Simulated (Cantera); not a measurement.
A closed system holds: 1 mol Na2CO3, 0.89 mol SO2, 0.054 mol O2, at 1875 K and 0.340 bar.

Equilibrium computed with Cantera from the NASA thermochemical tables; the gas is ideal and each condensed phase is pure. Candidate condensed phases: C, Na, NaO2, Na2CO3, Na2O, Na2O2, Na2S, Na2SO4, S; 27 gas species. The numbers say what is thermodynamically allowed, not how fast it happens.

Base state: CO2 0.429, Na 0.374, SO2 0.132, CO 0.0564, Na2SO4 0.00665, SO 0.00178, Na2 0.000310, NaO 0.000216 (mole fractions); condensed: Na2SO4(l).

Task: What changes in the equilibrium state with this change: Na2CO3 replaced by MgCO3?

Result: 
```csv
species,before,after
CO2,0.429,0.512
SO2,0.132,0.457
O2,3.19e-5,0.0288
Na,0.374,0
CO,0.0564,0.00224
Na2SO4,0.00665,0
Na2,0.000310,0
"Na2SO4(l), mol",0.600,0
"MgO(s), mol",0,1.00
```
Further candidate phases: Mg, MgCO3, MgO, MgS, MgSO4.
